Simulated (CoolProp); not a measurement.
The numbers come from the reference Helmholtz-energy equation of state, Colonna 2008 in CoolProp. It is a short technical equation, of lower accuracy than the large ones.

Task: For dodecamethylcyclohexasiloxane (D6), give the phase and the cp (kJ/(kg K)), isothermal compressibility (1/MPa) at 346.85 °C and 0.24 MPa.

Result: 
- 346.85 °C and 0.24 MPa: gas; cp 1.98, isothermal compressibility 4.81
